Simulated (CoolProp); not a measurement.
Vapour-liquid equilibrium of R245fa (1) + n-pentane (2) at 0.232 MPa; x and y are mole fractions of (1).

Computed with CoolProp (multi-fluid Helmholtz-energy mixture model, Akasaka 2015 and Thol 2019; pair parameters Bell 2016).

| x | bubble temperature (K) | y at the bubble point | dew temperature at overall composition x (K) | liquid density (mol/L) |
|---|---|---|---|---|
| 0.05 | 323.1 | 0.327 | 334.1 | 8.260 |
| 0.15 | 311.9 | ___ | 330.4 | 8.465 |
| 0.25 | 308.1 | 0.626 | 326.4 | 8.577 |
| 0.35 | 306.8 | 0.653 | 322.1 | 8.671 |
| 0.45 | 306.3 | 0.665 | ___ | 8.774 |
| 0.55 | 306.1 | 0.675 | 312.2 | 8.900 |
| 0.65 | 305.9 | 0.690 | 307.0 | 9.053 |
| 0.75 | 305.9 | ___ | 306.2 | 9.233 |
| 0.85 | 306.5 | 0.772 | 307.8 | 9.434 |
| 0.95 | 308.6 | 0.891 | 309.8 | ___ |

### Question
What belongs in the gaps?

### Answer

- 0.15, y at the bubble point: 0.556
- 0.45, dew temperature at overall composition x (K): 317.4
- 0.75, y at the bubble point: 0.717
- 0.95, liquid density (mol/L): 9.635

y crosses x between x = 0.65 and 0.75: the model has an azeotrope there.

The pair parameters rest on a limited set of measurements; away from them the model extrapolates. With so large a gap from Raoult's law the liquid may split in two, which this calculation doesn't test in full.
